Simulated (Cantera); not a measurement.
Input: 1 mol Fe2O3, a varied amount of Cl2, 11 mol O2, at 1800 K and 10000 Pa.

Method: chemical equilibrium by Gibbs-energy minimisation in Cantera with the NASA 1993 tables (ideal gas, pure condensed phases). Candidate condensed phases: Fe, FeCl2, FeCl3, FeO, Fe2O3, Fe3O4; 13 gas species. The numbers say what is thermodynamically allowed, not how fast it happens.

What share of the Fe ends up in condensed phases as a function of n(Cl2) (mol), at 0.74, 1.1, 1.6, 2.4, 3.5, 5.2, 7.6, 11, 17, 24?


```tsv
n(Cl2) (mol)	Fe condensed (%)	as
0.74	74.5	Fe3O4(s)
1.1	59.9	Fe3O4(s)
1.6	39.0	Fe3O4(s)
2.4	4.9	Fe3O4(s)
3.5	0.0	-
5.2	0.0	-
7.6	0.0	-
11	0.0	-
17	0.0	-
24	0.0	-
```
